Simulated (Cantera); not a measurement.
A closed system holds: 1 mol MgCO₃, 0.85 mol H₂S, 0.82 mol CO₂, at 1 atm.

Method: chemical equilibrium by Gibbs-energy minimisation in Cantera with the NASA 1993 tables (ideal gas, pure condensed phases). Candidate condensed phases: C, C₆H₆, C₇H₈, C₈H₁₈, H₂O, H₂SO₄, Mg, MgCO₃, MgO, Mg(OH)₂, MgS, MgSO₄, S; 130 gas species. Rates play no part.

x: gas mole fraction; n: condensed amount in mol.

```tsv
T (°C)	x CO₂	x CO	x H₂O	x S₂	x H₂S	x H₂	x SO₂	x COS	n MgO(s)
1127	0.415	0.183	0.179	0.0971	0.0694	0.0362	0.00729	0.0114	1.00
1177	0.397	0.198	0.185	0.101	0.0578	0.0388	0.0105	0.00971	1.00
1227	0.379	0.213	0.190	0.103	0.0483	0.0412	0.0145	0.00828	1.00
1277	0.362	0.227	0.194	0.103	?	0.0436	?	?	1.00
1327	0.344	0.242	0.196	0.103	?	0.0459	?	?	1.00
1377	0.326	0.257	0.197	0.101	0.0290	0.0482	0.0311	0.00526	1.000
1427	0.308	0.272	0.196	0.0987	0.0248	0.0507	0.0376	0.00457	1.000
```

Q: Complete the blanks.

A: 
- 1327, x H₂S: 0.0341
- 1327, x SO₂: 0.0250
- 1327, x COS: 0.00609
- 1277, x H₂S: 0.0405
- 1277, x SO₂: 0.0194
- 1277, x COS: 0.00708
